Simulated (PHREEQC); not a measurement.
A column of 0.5 m (30 cells, dispersivity 0.018 m, 720 s a shift, diffusion coefficient 3e-10 m²/s) holds 0.04 eq of the database's cation exchanger X per kg of pore water, first in equilibrium with 0.93 mmol/kgw NH4Cl, 4.6 mmol/kgw CaCl2, 11 mmol/kgw KBr and 0.01 mmol/kgw HCl. It is flushed with 0.00037 mol/kgw NH4Cl, 0.043 mol/kgw LiCl and 1e-05 mol/kgw HCl, at 15 °C. Values are for the last cell. The system is closed to CO2. Precipitation was switched off in this run.

The series has 31 steps of pore volumes, from 0 to 4.017.

Equilibrium calculation in PHREEQC: ion-association model, phreeqc.dat.

After how many pore volumes does Li at the outlet first reach half of its feed value?

By 1.2 pore volumes.
